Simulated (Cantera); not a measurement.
# Hydrocarbon pyrolysis for carbon deposition

An isothermal, constant-pressure homogeneous reactor starts with C2H6 : N2 = 1 : 11 (molar parts), at 1100 K and 13300 Pa.

Computed with Cantera and GRI-Mech 3.0 (53 species, 325 reactions). GRI-Mech 3.0 stops at C3 and has no aromatics, soot or wall deposition, so with more carbon than oxygen in the feed, carbon stays in small species such as C2H2 where larger ones or solid carbon would form.

```
t (s)       x C2H6     x C2H       x H    x C2H2     x CH4    x CH3
--------  --------  --------  --------  --------  --------  -------
0.000100    0.0833    <1e-12  5.79e-10    <1e-12   2.20e-8  3.51e-7
0.000261    0.0833    <1e-12   3.83e-9    <1e-12   1.40e-7  8.32e-7
0.000681    0.0833    <1e-12   2.25e-8  1.75e-12   8.17e-7  1.72e-6
0.00178     0.0833    <1e-12   1.04e-7  2.79e-10   3.93e-6  2.72e-6
0.00464     0.0831    <1e-12   3.16e-7   2.51e-8   1.60e-5  4.25e-6
0.0121      0.0820    <1e-12   5.61e-7   9.80e-7   7.55e-5  8.05e-6
0.0316      0.0785    <1e-12   6.31e-7   1.41e-5  0.000294  8.91e-6
0.0825      0.0695    <1e-12   6.80e-7  0.000111  0.000887  8.28e-6
0.215       0.0493  1.08e-12   7.92e-7  0.000651   0.00240  6.83e-6
0.562       0.0181  2.99e-12   9.45e-7   0.00293   0.00541  4.06e-6
1.47       0.00226  4.10e-12   6.05e-7   0.00819   0.00756  1.33e-6
3.83      0.000454  3.22e-12   3.05e-7    0.0139   0.00813  5.82e-7
10.0      0.000320  4.10e-12   2.72e-7    0.0213   0.00865  5.07e-7
```
x: mole fraction; the columns are a selection and need not sum to one.

Equilibrium at this temperature and pressure: C2H6 3.07e-5, C2H <1e-12, H 1.60e-8, C2H2 0.0182, CH4 0.0628, CH3 3.64e-7 (gas phase only).
